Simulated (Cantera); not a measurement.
Catalytic stagnation flow on Pt

A jet of CH4 : O2 : N2 = 0.019 : 0.21 : 0.79 (molar parts), equivalence ratio 0.18 at 300 K and 0.296 atm hits a platinum plate 8.3 cm away at a mass flux of 0.027 kg/m²/s; the plate temperature is set and raised in steps from an oxygen-covered start.

Cantera simulation using Deutschmann's 1995 Pt surface mechanism with GRI-Mech 3.0 gas chemistry; the numbers are that mechanism's predictions, not measurements. Catalytic surfaces can have several steady states; this one follows from the mechanism file's or the stated starting coverage.

```csv
plate T (K),wall x CH4,wall x O2,wall x H2O,wall x OH,wall x CO,wall x CO2,θ free Pt,θ O*,θ OH*
850,0.0134,0.195,0.00992,<1e-8,2.84e-6,0.00646,0.0790,0.920,0.00122
900,0.00903,0.186,0.0180,2.10e-8,2.73e-6,0.0117,0.123,0.875,0.00160
950,0.00562,0.178,0.0242,6.20e-8,2.32e-6,0.0159,0.175,0.823,0.00175
1000,0.00337,0.174,0.0281,1.80e-7,2.70e-6,0.0183,0.231,0.767,0.00174
1050,0.00200,0.171,0.0306,4.30e-7,3.44e-6,0.0199,0.290,0.708,0.00166
1100,0.00114,0.169,0.0322,9.09e-7,4.30e-6,0.0210,0.350,0.648,0.00153
```
x: mole fraction at the wall; θ: surface coverage.
